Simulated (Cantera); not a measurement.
What does this Cantera script print?

```python
import numpy as np
import cantera as ct

gas = ct.Solution("h2o2.yaml")
gas.TPX = 1223, 1333, {'H2': 0.012, 'O2': 1}
inlet = ct.Reservoir(gas, clone=True)

reactor = ct.IdealGasConstPressureReactor(gas, energy="off", clone=False)
exhaust = ct.Reservoir(gas, clone=True)
tau = [25, 6.8, 1.8, 0.5, 0.14, 0.037, 0.01, 0.0028, 0.00076][0]
for a, b in ((inlet, reactor), (reactor, exhaust)):
    ct.MassFlowController(a, b, mdot=lambda t: reactor.mass / tau)
net = ct.ReactorNet([reactor])
show = ['H2', 'O2', 'H2O', 'HO2', 'OH', 'O']

rows = []
print(f"{'tau/s':>10s}{'T/K':>9s}" + "".join(f"{s:>11s}" for s in show))
for tau in [25, 6.8, 1.8, 0.5, 0.14, 0.037, 0.01, 0.0028, 0.00076]:
    net.initial_time = 0.0
    net.advance(30 * tau)
    before = gas.X
    net.advance(40 * tau)
    drift = np.max(np.abs(gas.X - before) / (gas.X + 1e-9))
    rows.append([gas.T, *gas[show].X, drift])
    print(f"{tau:10.3e}{gas.T:9.1f}" + "".join(f"{x:11.3e}" for x in gas[show].X))
```

Result:

```
     tau/s      T/K         H2         O2        H2O        HO2         OH          O
 2.500e+01   1223.0  7.459e-06  9.876e-01  1.182e-02  1.553e-07  1.898e-04  3.389e-04
 6.800e+00   1223.0  1.595e-05  9.871e-01  1.176e-02  2.644e-07  2.895e-04  7.822e-04
 1.800e+00   1223.0  3.407e-05  9.861e-01  1.164e-02  4.247e-07  4.380e-04  1.756e-03
 5.000e-01   1223.0  7.060e-05  9.842e-01  1.145e-02  6.207e-07  6.311e-04  3.492e-03
 1.400e-01   1223.0  1.508e-04  9.817e-01  1.116e-02  8.307e-07  8.612e-04  5.844e-03
 3.700e-02   1223.0  3.734e-04  9.795e-01  1.067e-02  1.050e-06  1.147e-03  7.774e-03
 1.000e-02   1223.0  1.037e-03  9.790e-01  9.686e-03  1.286e-06  1.537e-03  8.038e-03
 2.800e-03   1223.0  2.907e-03  9.803e-01  7.578e-03  1.461e-06  1.928e-03  6.483e-03
 7.600e-04   1223.0  7.924e-03  9.846e-01  3.048e-03  1.257e-06  1.385e-03  2.633e-03
```

Model: the H2/O2 subset of GRI-Mech 3.0, which has no nitrogen chemistry, integrated in Cantera. Radical loss at walls, strong at low pressure, is not modelled.
